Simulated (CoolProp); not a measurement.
A simple Rankine cycle with isobutene: condensing at 319.15 K, boiler at 3.22 MPa, turbine inlet 419.7 K, turbine efficiency 0.6, pump efficiency 0.6, no recuperator. Each further row changes one setting.

Model: reference Helmholtz-energy equation of state, Lemmon 2005, in CoolProp. It is a short technical equation, of lower accuracy than the large ones.

```csv
case,thermal efficiency (%),net work (kJ/kg),heat in (kJ/kg),turbine exit temperature (K),volume ratio over the turbine
as stated,8.6,39.1,454,361.1,7.34
turbine inlet 439.7 K,8.8,45.0,511,387.1,6.77
condensing temperature 311.15 K,9.5,44.9,473,___,___
boiler pressure 2.25 MPa,___,37.0,490,380.5,4.47
turbine efficiency 0.5,6.9,31.3,454,___,___
```

**Question.** Fill in the missing entries.

**Answer.** 
- condensing temperature 311.15 K, turbine exit temperature (K): 356.4
- condensing temperature 311.15 K, volume ratio over the turbine: 9.11
- boiler pressure 2.25 MPa, thermal efficiency (%): 7.6
- turbine efficiency 0.5, turbine exit temperature (K): 365.1
- turbine efficiency 0.5, volume ratio over the turbine: 7.45
